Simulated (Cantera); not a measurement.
Feed: 1 mol Si, 0.56 mol Cl2, 1.5 mol H2, 1.1 mol HCl, at 702 °C.

Cantera equilibrium calculation (NASA polynomials, part measured and part estimated; ideal gas, pure solids and liquids). Candidate condensed phases: Si; 19 gas species. The tables' values for SiCl3 are old estimates; treat these amounts as uncertain. Rates play no part.

x: gas mole fraction; n: condensed amount in mol.

```json
[
 {"P (Pa)": "10000", "x H2": "0.760", "x SiCl4": "0.175", "x SiHCl3": "0.0438", "x HCl": "0.0174", "x SiH2Cl2": "0.00115", "n Si(s)": "0.424"},
 {"P (Pa)": "20000", "x H2": "0.760", "x SiCl4": "0.171", "x SiHCl3": "0.0512", "x HCl": "0.0145", "x SiH2Cl2": "0.00160", "n Si(s)": "0.418"},
 {"P (Pa)": "42000", "x H2": "0.759", "x SiCl4": "0.165", "x SiHCl3": "0.0601", "x HCl": "0.0119", "x SiH2Cl2": "0.00228", "n Si(s)": "0.410"},
 {"P (Pa)": "85000", "x H2": "0.757", "x SiCl4": "0.159", "x SiHCl3": "0.0696", "x HCl": "0.00991", "x SiH2Cl2": "0.00318", "n Si(s)": "0.402"},
 {"P (Pa)": "170000", "x H2": "0.754", "x SiCl4": "0.152", "x SiHCl3": "0.0799", "x HCl": "0.00822", "x SiH2Cl2": "0.00439", "n Si(s)": "0.393"},
 {"P (Pa)": "350000", "x H2": "0.751", "x SiCl4": "0.144", "x SiHCl3": "…", "x HCl": "…", "x SiH2Cl2": "…", "n Si(s)": "0.383"},
 {"P (Pa)": "720000", "x H2": "0.746", "x SiCl4": "0.135", "x SiHCl3": "0.104", "x HCl": "0.00553", "x SiH2Cl2": "0.00841", "n Si(s)": "0.371"},
 {"P (Pa)": "1500000", "x H2": "0.741", "x SiCl4": "0.125", "x SiHCl3": "…", "x HCl": "…", "x SiH2Cl2": "…", "n Si(s)": "0.358"},
 {"P (Pa)": "3000000", "x H2": "0.735", "x SiCl4": "0.115", "x SiHCl3": "0.130", "x HCl": "0.00369", "x SiH2Cl2": "0.0156", "n Si(s)": "0.345"}
]
```

Question: What belongs in the gaps?

Answer: 
- 350000, x SiHCl3: 0.0916
- 350000, x HCl: 0.00675
- 350000, x SiH2Cl2: 0.00609
- 1500000, x SiHCl3: 0.118
- 1500000, x HCl: 0.00450
- 1500000, x SiH2Cl2: 0.0116
